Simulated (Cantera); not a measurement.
**Reactions in the system H-O-V**

Cantera with NASA thermochemical tables; ideal gases at 1 bar, condensed phases pure. Values are per mole of reaction as written; species without (g) are pure solids or liquids, kept so even where they would boil at 1 bar.

4 V + 6 OH(g) → 3 H₂(g) + 2 V₂O₃

| T (K) | ΔH° (kJ) | ΔS° (J/K) | ΔG° (kJ) | log10 K | condensed phases |
|---|---|---|---|---|---|
| 300 | -2673.6 | -629.7 | -2484.7 | 432.62 | V(s), V₂O₃(s) |
| 2223 | -2647.0 | -560.0 | -1402.1 | 32.94 | V(l), V₂O₃(s) |
| 2298 | -2642.2 | -557.9 | -1360.2 | 30.92 | V(l), V₂O₃(s) |
| 2373 | -2404.4 | -456.2 | -1321.7 | 29.09 | V(l), V₂O₃(l) |
| 2448 | -2402.8 | -455.6 | -1287.5 | 27.47 | V(l), V₂O₃(l) |
| 2523 | -2401.3 | -455.0 | -1253.4 | 25.95 | V(l), V₂O₃(l) |
| 2598 | -2399.8 | -454.4 | -1219.3 | 24.51 | V(l), V₂O₃(l) |
| 2673 | -2398.4 | -453.9 | -1185.2 | 23.16 | V(l), V₂O₃(l) |
| 2748 | -2396.9 | -453.3 | -1151.2 | 21.88 | V(l), V₂O₃(l) |
